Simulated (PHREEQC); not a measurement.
# Spent oxide etchant: speciation

A solution holds 0.012 mol/kgw NH4HF2, 0.00018 mol/kgw H2SiF6 and 0.74 mol/kgw H2SO4, at 25 °C. Closed to the air; pH follows from the charge balance.

All values are PHREEQC results (ion-association model, wateq4f.dat), not measurements.

No solid was allowed to form.

Problem. Predict the pH, activity of water.

Solution. pH 0.24; activity of water 0.974.

Problem. In which forms is F present?

Solution. HF 84 %, H2F2 11 %, SiF6-2 4.3 % of the F.

Caution: at this ionic strength the ion-association model is outside its range; a Pitzer model would be the better tool where its parameters exist. Species that the database lacks are ignored. wateq4f.dat counts part of the HF as a dimer, H2F2, which phreeqc.dat doesn't know; its constant is uncertain. SiF6-2 is the database's only silicon fluoride.
